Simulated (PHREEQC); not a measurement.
2.3 g of hydrous ferric oxide (600 m²/g; 0.2 weak and 0.005 strong sites per Fe, Dzombak-Morel constants, diffuse double layer) in 1 kg of water with 0.01 mol/kgw of an inert sodium salt, at 25 °C; the pH is set by adding NaOH or the inert anion's acid. Oxygen is held at 0.21 atm. CO2 from the air is kept out. No solid was allowed to form.

Base run: PHREEQC, ion-association model, wateq4f.dat. Each further column changes one thing. The table gives surface charge σ (C/m²).

```json
[
 {"pH": "3", "base": "0.330", "background salt from 0.01 to 0.001 mol/kgw": "0.285", "oxide from 2.3 to 12 g/kgw": "0.345", "0.01 mol/kgw ZnCl2 added": "0.355"},
 {"pH": "3.5", "base": "0.283", "background salt from 0.01 to 0.001 mol/kgw": "0.210", "oxide from 2.3 to 12 g/kgw": "0.307", "0.01 mol/kgw ZnCl2 added": "0.330"},
 {"pH": "4.5", "base": "0.165", "background salt from 0.01 to 0.001 mol/kgw": "0.092", "oxide from 2.3 to 12 g/kgw": "0.184", "0.01 mol/kgw ZnCl2 added": "0.229"},
 {"pH": "5", "base": "0.116", "background salt from 0.01 to 0.001 mol/kgw": "0.057", "oxide from 2.3 to 12 g/kgw": "0.128", "0.01 mol/kgw ZnCl2 added": "(withheld)"},
 {"pH": "6", "base": "0.050", "background salt from 0.01 to 0.001 mol/kgw": "0.020", "oxide from 2.3 to 12 g/kgw": "0.053", "0.01 mol/kgw ZnCl2 added": "0.113"},
 {"pH": "6.5", "base": "0.031", "background salt from 0.01 to 0.001 mol/kgw": "0.011", "oxide from 2.3 to 12 g/kgw": "0.032", "0.01 mol/kgw ZnCl2 added": "0.117"},
 {"pH": "7.5", "base": "0.008", "background salt from 0.01 to 0.001 mol/kgw": "0.003", "oxide from 2.3 to 12 g/kgw": "0.008", "0.01 mol/kgw ZnCl2 added": "0.120"},
 {"pH": "8", "base": "0.001", "background salt from 0.01 to 0.001 mol/kgw": "0.000", "oxide from 2.3 to 12 g/kgw": "0.001", "0.01 mol/kgw ZnCl2 added": "0.116"},
 {"pH": "9", "base": "-0.013", "background salt from 0.01 to 0.001 mol/kgw": "-0.004", "oxide from 2.3 to 12 g/kgw": "-0.013", "0.01 mol/kgw ZnCl2 added": "(withheld)"},
 {"pH": "9.5", "base": "-0.024", "background salt from 0.01 to 0.001 mol/kgw": "(withheld)", "oxide from 2.3 to 12 g/kgw": "(withheld)", "0.01 mol/kgw ZnCl2 added": "0.042"},
 {"pH": "10.5", "base": "-0.065", "background salt from 0.01 to 0.001 mol/kgw": "-0.030", "oxide from 2.3 to 12 g/kgw": "-0.070", "0.01 mol/kgw ZnCl2 added": "0.008"},
 {"pH": "11", "base": "-0.101", "background salt from 0.01 to 0.001 mol/kgw": "-0.058", "oxide from 2.3 to 12 g/kgw": "-0.110", "0.01 mol/kgw ZnCl2 added": "-0.005"}
]
```

**Question.** Some entries are withheld; supply them.

**Answer.** 
- 5, 0.01 mol/kgw ZnCl2 added: 0.174
- 9, 0.01 mol/kgw ZnCl2 added: 0.071
- 9.5, background salt from 0.01 to 0.001 mol/kgw: -0.009
- 9.5, oxide from 2.3 to 12 g/kgw: -0.025

The oxide is taken as insoluble; below pH 4 it would dissolve. In at least one series the solution becomes supersaturated in solids that the run did not let form, among them Zn(OH)2-e, Zn5(OH)8Cl2.
